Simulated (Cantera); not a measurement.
An isothermal, constant-pressure homogeneous reactor starts with CH₄ : H₂ : O₂ = 0.0021 : 1 : 0.0014 (molar parts), at 1250 K and 0.0957 atm. Integrator tolerance rtol = 1e-08.

Cantera simulation using GRI-Mech 3.0 (53 species, 325 reactions); the numbers are that mechanism's predictions, not measurements.

Task: What does this change do: temperature 1250 to 2573 K?

Result: 
| quantity | before | after |
|---|---|---|
| x(CH₄) at 100 s | 0.00208 (gas-phase equilibrium 4.48e-6) | 5.12e-11 (gas-phase equilibrium 5.55e-11) |
| x(H₂) at 100 s | 0.995 (gas-phase equilibrium 0.997) | 0.892 (gas-phase equilibrium 0.892) |
| x(O₂) at 100 s | <1e-12 (gas-phase equilibrium <1e-12) | 3.79e-10 (gas-phase equilibrium 3.79e-10) |
| x(HO₂) at 100 s | <1e-12 (gas-phase equilibrium <1e-12) | <1e-12 (gas-phase equilibrium <1e-12) |
| x(H₂O) at 100 s | 0.00279 (gas-phase equilibrium 0.000699) | 0.000641 (gas-phase equilibrium 0.000641) |
| x(CH₂) at 100 s | <1e-12 (gas-phase equilibrium <1e-12) | 2.06e-11 (gas-phase equilibrium 2.23e-11) |
| x(CH₃) at 100 s | 6.49e-8 (gas-phase equilibrium 1.36e-10) | 1.06e-10 (gas-phase equilibrium 1.15e-10) |
